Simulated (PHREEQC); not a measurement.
Solution (20 °C): 0.0022 mol/kgw K2CO3 and 0.000108 mol/kgw H3BO3. Closed to the air; pH follows from the charge balance.

The numbers come from PHREEQC with the ion-association model, phreeqc.dat.

Q: The ionic strength comes out as 0.00606 mol/kgw. What activity coefficients do CO3-2, K+, HCO3-, H2BO3-, OH- get?

A: CO3-2 0.73, K+ 0.92, HCO3- 0.92, H2BO3- 0.92, OH- 0.92.

Precipitation was switched off in this run.
